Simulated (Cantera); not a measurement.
Charge: 1 mol SiC, 0.026 mol N2O, 1 mol H2, 3.5 mol CO2, equilibrated at 1330 Pa.

Method: chemical equilibrium by Gibbs-energy minimisation in Cantera with the NASA 1993 tables (ideal gas, pure condensed phases). Candidate condensed phases: C, C6H6, C7H8, C8H18, H2O, Si, SiC, SiO2, Si2N2O, Si3N4; 151 gas species. The tables hold silica as quartz up to 1696 K and as liquid above; real silica turns to tridymite and cristobalite and melts near 1996 K. Rates play no part.

Problem. At 1500 K, list the 6 most abundant gas species with their mole fractions, and the condensed phases.

Solution. CO 0.751, H2 0.149, CO2 0.0629, H2O 0.0322, N2 0.00470, H 5.88e-5. Condensed: SiO2(β-quartz).
